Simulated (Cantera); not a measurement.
Input (Python, Cantera) and output of one run.

```python
import numpy as np
import cantera as ct

gas_names = """
    B BCL BCL2 BCL3 BH BH2 BH3 BO BOCL BO2 B2 B2O B2O2 B2O3 B3O3CL3 B3O3H3 CL CLO CL2 H HBO HBO2 HCL
    HOCL HO2 H2 H2O H2O2 H3B3O6 O OH O2 O3
""".split()
cond_names = """
    B(b) B(L) B2O3(L) B3O3H3(cr) H2O(s) H2O(L)
""".split()


# ... load() reads the species with a 1 bar reference pressure and builds the phases ...
atoms = {
    'BCl3': {'B': 1, 'CL': 3},
    'O2': {'O': 2},
    'H2': {'H': 2},
    'H2O': {'H': 2, 'O': 1},
}
top_T = {}  # K; cautious upper limits of use, not melting points


# ... equilibrate(T, P, feed) seeds the gas with the atoms and calls Mixture.equilibrate('TP', solver="vcs", rtol=1e-11, max_steps=5000) ...
results = []
feed = {'BCl3': 1, 'O2': 2.9, 'H2': 4.2, 'H2O': 5.5}  # mol
P = 133.322  # Pa
for T in [1523, 1573, 1623, 1673, 1723, 1773, 1823, 1873, 1923, 1973, 2023]:
    mix = equilibrate(T, P, feed)
    results.append((T, P, feed, dict(zip(mix.species_names, mix.species_moles))))

top = {s: max(r[3][s] / sum(r[3][g] for g in gas_names) for r in results) for s in gas_names}
cols = sorted((s for s in top if top[s] > 1e-06), key=lambda s: -top[s])[:9]
seen = [c for c in cond_names if any(r[3].get(c, 0) > 1e-12 for r in results)]
print("log10 of partial pressures in bar; condensed amounts in mol")
print(f"{'T/K':>10s}" + "".join(f"{s[:9]:>10s}" for s in cols + seen))
for T, P, feed, n in results:
    ng = sum(n[g] for g in gas_names)
    print(f"{T:10.4g}" + "".join(f"{np.log10(max(n[s] / ng * P / 1e5, 1e-99)):10.3f}" for s in cols)
          + "".join(f"{n.get(c, 0):10.4g}" for c in seen))
```

It prints:

```
log10 of partial pressures in bar; condensed amounts in mol
       T/K       H2O       HCL      HBO2        O2        CL        H2        OH         H         O
      1523    -3.084    -3.512    -3.978    -4.087    -4.928    -6.632    -5.915    -7.952    -7.302
      1573    -3.083    -3.517    -3.980    -4.092    -4.830    -6.356    -5.739    -7.569    -7.027
      1623    -3.083    -3.523    -3.981    -4.097    -4.738    -6.097    -5.573    -7.209    -6.769
      1673    -3.083    -3.529    -3.983    -4.104    -4.653    -5.853    -5.418    -6.870    -6.528
      1723    -3.084    -3.536    -3.986    -4.111    -4.575    -5.623    -5.273    -6.550    -6.301
      1773    -3.085    -3.545    -3.989    -4.118    -4.502    -5.405    -5.136    -6.249    -6.086
      1823    -3.086    -3.554    -3.992    -4.125    -4.435    -5.201    -5.007    -5.964    -5.884
      1873    -3.089    -3.565    -3.997    -4.131    -4.372    -5.009    -4.885    -5.694    -5.692
      1923    -3.094    -3.578    -4.003    -4.135    -4.313    -4.829    -4.771    -5.440    -5.509
      1973    -3.101    -3.593    -4.010    -4.137    -4.258    -4.662    -4.662    -5.201    -5.334
      2023    -3.111    -3.610    -4.019    -4.134    -4.206    -4.509    -4.560    -4.976    -5.166
```

Equilibrium computed with Cantera from the NASA thermochemical tables; the gas is ideal and each condensed phase is pure. The tables' values for BOCl are old estimates; treat these amounts as uncertain. Gases not in the tables: H3BO3.
